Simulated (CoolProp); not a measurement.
Vapour-liquid equilibrium of dimethyl ether (1) + isobutane (2) at 285.9 K; x and y are mole fractions of (1).

Values from CoolProp's multi-fluid Helmholtz-energy mixture model, Wu 2011 and Bücker 2006; pair parameters Bell 2016.

```json
[
 {"x": "0.05", "bubble pressure (bar)": "2.608", "y at the bubble point": "0.115", "dew pressure at overall composition x (bar)": "2.494", "liquid density (mol/L)": "9.892"},
 {"x": "0.15", "bubble pressure (bar)": "…", "y at the bubble point": "0.284", "dew pressure at overall composition x (bar)": "2.674", "liquid density (mol/L)": "…"},
 {"x": "0.25", "bubble pressure (bar)": "3.219", "y at the bubble point": "0.406", "dew pressure at overall composition x (bar)": "2.873", "liquid density (mol/L)": "10.60"},
 {"x": "0.35", "bubble pressure (bar)": "3.443", "y at the bubble point": "0.502", "dew pressure at overall composition x (bar)": "3.090", "liquid density (mol/L)": "11.00"},
 {"x": "0.45", "bubble pressure (bar)": "…", "y at the bubble point": "0.582", "dew pressure at overall composition x (bar)": "3.320", "liquid density (mol/L)": "11.44"},
 {"x": "0.55", "bubble pressure (bar)": "3.774", "y at the bubble point": "0.654", "dew pressure at overall composition x (bar)": "…", "liquid density (mol/L)": "11.92"},
 {"x": "0.65", "bubble pressure (bar)": "3.894", "y at the bubble point": "0.722", "dew pressure at overall composition x (bar)": "3.767", "liquid density (mol/L)": "12.45"},
 {"x": "0.75", "bubble pressure (bar)": "…", "y at the bubble point": "0.791", "dew pressure at overall composition x (bar)": "3.935", "liquid density (mol/L)": "13.03"},
 {"x": "0.85", "bubble pressure (bar)": "4.051", "y at the bubble point": "0.866", "dew pressure at overall composition x (bar)": "4.040", "liquid density (mol/L)": "13.68"},
 {"x": "0.95", "bubble pressure (bar)": "4.079", "y at the bubble point": "0.951", "dew pressure at overall composition x (bar)": "4.079", "liquid density (mol/L)": "…"}
]
```

Question: Fill in the missing entries.

Answer: 
- 0.15, bubble pressure (bar): 2.945
- 0.15, liquid density (mol/L): 10.23
- 0.45, bubble pressure (bar): 3.625
- 0.55, dew pressure at overall composition x (bar): 3.553
- 0.75, bubble pressure (bar): 3.987
- 0.95, liquid density (mol/L): 14.39

No azeotrope shows between x = 0.05 and 0.95.

Pair parameters are fitted to limited data, so mixtures are less certain than the pure fluids.
